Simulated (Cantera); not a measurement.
An isothermal, constant-pressure homogeneous reactor starts with CH₄ : CO₂ : H₂O = 1 : 1.3 : 0.17 (molar parts), at 1425 K and 5.00 bar.

Cantera simulation using GRI-Mech 3.0 (53 species, 325 reactions); the numbers are that mechanism's predictions, not measurements.

One state of this run: x CH₄ = 0.112; x CO₂ = 0.209; x O = <1e-12; x H₂O = 0.234; x CH₂ = 6.30e-10; x C₂H = 6.63e-10; x OH = 4.49e-8. x: mole fraction; the columns are a selection and need not sum to one.

Which value of t (s) does it belong to?
A) 3.49
B) 1.72e-5
C) 0.106
D) 0.609

A, 3.49
